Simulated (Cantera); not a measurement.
Input (Python, Cantera):

```python
import numpy as np
import cantera as ct

gas = ct.Solution("h2o2.yaml")
gas.TPX = 1473, 3600, {'H2': 0.046, 'O2': 1}
reactor = ct.IdealGasConstPressureReactor(gas, energy="off", clone=False)
net = ct.ReactorNet([reactor])
net.rtol, net.atol = 1e-08, 1e-18
show = ['H2', 'O2', 'H', 'HO2', 'H2O', 'O', 'OH']
times = np.geomspace(1e-05, 5, 9)

steps = ct.SolutionArray(gas, extra=["t"])
rows = []
print(f"{'t/s':>10s}{'T/K':>9s}{'P/Pa':>11s}" + "".join(f"{s:>11s}" for s in show))
for t in times:
    while net.time < t:
        t_next = net.step()
        steps.append(gas.state, t=t_next)
    rows.append([np.interp(t, steps.t, y) for y in (steps.T, steps.P, *steps(*show).X.T)])
    print(f"{t:10.3e}{rows[-1][0]:9.1f}{rows[-1][1]:11.4g}" + "".join(f"{x:11.3e}" for x in rows[-1][2:]))
rate = np.gradient(steps.T, steps.t)
print("integrator steps:", len(steps.t))
if steps.T.max() > steps.T[0] + 200:
    print(f"time of steepest temperature rise: {steps.t[rate.argmax()]:.4e} s")
gas.TPX = 1473, 3600, {'H2': 0.046, 'O2': 1}
gas.equilibrate("TP")
print(f"equilibrium (TP): T = {gas.T:.1f} K  " + "  ".join(f"{s} {gas[s].X[0]:.3e}" for s in show))
```

Result:

```
       t/s      T/K       P/Pa         H2         O2          H        HO2        H2O          O         OH
 1.000e-05   1473.0       3600  4.398e-02  9.560e-01  4.034e-08  6.933e-08  6.768e-09  3.575e-08  3.455e-08
 5.157e-05   1473.0       3600  4.398e-02  9.560e-01  2.521e-07  3.574e-07  5.419e-07  6.472e-07  5.817e-07
 2.659e-04   1473.0       3600  4.152e-02  9.540e-01  4.242e-04  2.634e-06  1.700e-03  1.273e-03  1.094e-03
 1.371e-03   1473.0       3600  6.316e-04  9.192e-01  3.757e-03  3.568e-06  3.852e-02  3.182e-02  6.027e-03
 7.071e-03   1473.0       3600  4.686e-04  9.290e-01  2.321e-03  3.168e-06  4.006e-02  2.295e-02  5.218e-03
 3.646e-02   1473.0       3600  1.448e-04  9.468e-01  3.755e-04  1.751e-06  4.297e-02  6.744e-03  2.927e-03
 1.880e-01   1473.0       3600  1.286e-05  9.540e-01  9.669e-06  3.399e-07  4.449e-02  5.840e-04  8.770e-04
 9.696e-01   1473.0       3600  9.897e-07  9.549e-01  2.061e-07  1.125e-07  4.484e-02  4.477e-05  2.440e-04
 5.000e+00   1473.0       3600  3.220e-07  9.550e-01  3.842e-08  1.445e-07  4.489e-02  1.459e-05  1.393e-04
integrator steps: 1537
equilibrium (TP): T = 1473.0 K  H2 3.192e-07  O2 9.550e-01  H 3.793e-08  HO2 1.449e-07  H2O 4.489e-02  O 1.447e-05  OH 1.387e-04
```

Model: the H2/O2 subset of GRI-Mech 3.0, which has no nitrogen chemistry, integrated in Cantera. Radical loss at walls, strong at low pressure, is not modelled. The temperature is held fixed by assumption; the heat of reaction is taken as removed at once.
